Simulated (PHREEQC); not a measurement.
Model water analysis in mg/L, 30 °C, pH 8.16, pe 11.8: Na 24.5; K 17.9; Ca 9.58; Mg 2.89; Cl 18.8; S(6) as SO4 0.384; Alkalinity as HCO3 102; N(5) as NO3 0.604.

Valence states are taken as typed.

Computed with PHREEQC (ion-association model, phreeqc.dat).

| Property | Result |
|---|---|
| ionic strength | 0.00258 mol/kgw |
| specific conductance | 259 µS/cm |
| charge-balance error | 0.4 % |

```json
[
 {"species": "HCO3-", "molality": "0.00162", "activity": "0.00154", "log γ": "-0.024"},
 {"species": "Na+", "molality": "0.00106", "activity": "0.00101", "log γ": "-0.024"},
 {"species": "Cl-", "molality": "0.000530", "activity": "0.000501", "log γ": "-0.025"},
 {"species": "K+", "molality": "0.000458", "activity": "0.000433", "log γ": "-0.025"},
 {"species": "Ca+2", "molality": "0.000231", "activity": "0.000185", "log γ": "-0.096"},
 {"species": "Mg+2", "molality": "0.000116", "activity": "9.30e-5", "log γ": "-0.095"},
 {"species": "O2", "molality": "2.45e-5", "activity": "2.45e-5", "log γ": "0.000"},
 {"species": "CO2", "molality": "2.26e-5", "activity": "2.26e-5", "log γ": "0.000"},
 {"species": "CO3-2", "molality": "1.43e-5", "activity": "1.15e-5", "log γ": "-0.096"},
 {"species": "NO3-", "molality": "9.74e-6", "activity": "9.20e-6", "log γ": "-0.025"}
]
```

This is a speciation only: nothing precipitates in the calculation. Complexes and solids missing from the database can't appear.
